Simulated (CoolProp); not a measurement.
R22 at several states: Z from the reference equation and from simpler models built on Tc = 96.1 °C, pc = 4.990 MPa, ω = 0.221; each cubic takes its own stable root.

The numbers come from the reference Helmholtz-energy equation of state, Kamei 1995 in CoolProp.

```csv
T (°C),p (MPa),phase,reference,van der Waals,Soave-Redlich-Kwong
209.65,4.34,gas,0.8815,0.8570,0.8905
74.95,0.0129,gas,0.9989,0.9991,0.9989
31.95,0.207,gas,0.9720,0.9803,0.9738
20.95,1.16,liquid,0.03397,0.8653,0.03819
81.85,0.0129,gas,0.9990,0.9992,0.9990
109.95,2.63,gas,0.8183,0.8348,0.8221
```

At some of these states van der Waals gives the other phase, because its saturation line lies elsewhere.
